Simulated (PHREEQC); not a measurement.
PHREEQC input (Pitzer model, pitzer.dat):

```
SOLUTION 1
  temp 50
  units mol/kgw
  pH 7 charge
  S(6) 0.084
  K 0.134
  Cl 0.002
  Mg 0.001
SOLUTION 2
  temp 50
  units mol/kgw
  pH 7 charge
  Cl 0.5064
  Li 0.0064
  Ca 0.25
END
SELECTED_OUTPUT 1
  -reset false
  -pH true
  -pe true
  -ionic_strength true
  -water true
  -totals Ca Cl K Li Mg S
  -molalities H+ Li+ K+ Mg+2 Ca+2 Cl- SO4-2 OH- HSO4- MgOH+
  -equilibrium_phases Arcanite Bischofite Brucite Carnallite Epsomite Gypsum Anhydrite Hexahydrite Kainite Kieserite
    Leonite Misenite Polyhalite Portlandite Schoenite Sylvite Syngenite MgCl2_4H2O
PRINT
  -reset false
MIX 1
  1 1
  2 0
EQUILIBRIUM_PHASES 1
  Arcanite 0 0
  Bischofite 0 0
  Brucite 0 0
  Carnallite 0 0
  Epsomite 0 0
  Gypsum 0 0
  Anhydrite 0 0
  Hexahydrite 0 0
  Kainite 0 0
  Kieserite 0 0
  Leonite 0 0
  Misenite 0 0
  Polyhalite 0 0
  Portlandite 0 0
  Schoenite 0 0
  Sylvite 0 0
  Syngenite 0 0
  MgCl2_4H2O 0 0
END
# ... the last block is repeated for the other 10 points of share of solution B
```

Selected output (columns that matter, 11 of 11 rows; share of solution B added in front):

```
share of solution B	pH	mu	Ca	Cl	K	Li	Mg	S	m_H+	m_Li+	m_K+	m_Mg+2	m_Ca+2	Gypsum
0	2.2116	0.20608	0	0.002	0.134	0	0.001	0.084	0.0095404	0	0.134	0.001	0	0
0.1	2.1128	0.22474	0.014564	0.05246	0.12065	0.00064024	0.00090034	0.065184	0.011245	0.00064024	0.12065	0.00090034	0.014564	0.010441
0.2	1.9902	0.2182	0.022233	0.10298	0.10731	0.0012813	0.0008008	0.03945	0.014145	0.0012813	0.10731	0.0008008	0.022233	0.027789
0.3	1.9215	0.25183	0.040365	0.15351	0.093917	0.0019224	0.00070088	0.024145	0.016238	0.0019224	0.093917	0.00070088	0.040365	0.034685
0.4	1.9286	0.31486	0.067056	0.204	0.080496	0.002563	0.00060071	0.017397	0.015929	0.002563	0.080496	0.00060071	0.067056	0.033024
0.5	1.9788	0.3894	0.097345	0.25445	0.067067	0.0032032	0.0005005	0.014262	0.014174	0.0032032	0.067067	0.0005005	0.097345	0.027752
0.6	2.0583	0.46826	0.12904	0.30487	0.053641	0.0038429	0.0004003	0.012548	0.011764	0.0038429	0.053641	0.0004003	0.12904	0.021062
0.7	2.1707	0.54901	0.16136	0.35526	0.04022	0.0044822	0.00030015	0.011483	0.0090301	0.0044822	0.04022	0.00030015	0.16136	0.013723
0.8	2.3366	0.63072	0.194	0.40561	0.026806	0.0051211	0.00020004	0.010761	0.0061166	0.0051211	0.026806	0.00020004	0.194	0.0060413
0.9	2.621	0.70575	0.225	0.45596	0.0134	0.00576	0.0001	0.0084	0.0031444	0.00576	0.0134	0.0001	0.225	0
1	6.4389	0.7564	0.25	0.5064	0	0.0064	0	0	4.7109e-07	0.0064	0	0	0.25	0
```

Away from 25 °C the constants follow the database's enthalpies or fits; those with neither stay at their 25 °C values.
